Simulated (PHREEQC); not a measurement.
Consider water at 25 °C with 0.0064 mol/kgw NH4HF2. Closed to the air; pH follows from the charge balance.

Computed with PHREEQC (ion-association model, wateq4f.dat).

Each row changes one thing in this solution. No solid was allowed to form.

```json
[
 {"case": "as made", "pH": "3.24", "ionic strength (mol/kgw)": "0.00703", "F- (mol/kgw)": "0.00688", "HF (mol/kgw)": "0.00547", "HF2- (mol/kgw)": "0.000145", "H2F2 (mol/kgw)": "7.81e-5"},
 {"case": "NH4HF2 from 0.0064 to 0.032 mol/kgw", "pH": "3.17", "ionic strength (mol/kgw)": "0.0328", "F- (mol/kgw)": "0.0299", "HF (mol/kgw)": "0.0250", "HF2- (mol/kgw)": "0.00289", "H2F2 (mol/kgw)": "0.00165"},
 {"case": "0.00018 mol/kgw KHCO3 added", "pH": "3.26", "ionic strength (mol/kgw)": "0.00718", "F- (mol/kgw)": "0.00703", "HF (mol/kgw)": "0.00533", "HF2- (mol/kgw)": "0.000144", "H2F2 (mol/kgw)": "7.41e-5"},
 {"case": "0.00025 mol/kgw CsOH added", "pH": "3.27", "ionic strength (mol/kgw)": "0.00724", "F- (mol/kgw)": "0.00709", "HF (mol/kgw)": "0.00527", "HF2- (mol/kgw)": "0.000144", "H2F2 (mol/kgw)": "7.26e-5"},
 {"case": "temperature from 25 to 5 °C", "pH": "3.12", "ionic strength (mol/kgw)": "0.00721", "F- (mol/kgw)": "0.00710", "HF (mol/kgw)": "0.00519", "HF2- (mol/kgw)": "0.000115", "H2F2 (mol/kgw)": "0.000140"}
]
```

Away from 25 °C the constants follow the database's enthalpies or fits; those with neither stay at their 25 °C values.
